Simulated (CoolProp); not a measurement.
Values from CoolProp's reference Helmholtz-energy equation of state, Gao 2016.

Q: For sulfur dioxide, give the phase and the Joule-Thomson coefficient (K/MPa) at 453.7 K and 0.438 MPa; 453.7 K and 1.31 MPa.

A: 
- 453.7 K and 0.438 MPa: gas; Joule-Thomson coefficient 10.8
- 453.7 K and 1.31 MPa: gas; Joule-Thomson coefficient 10.8
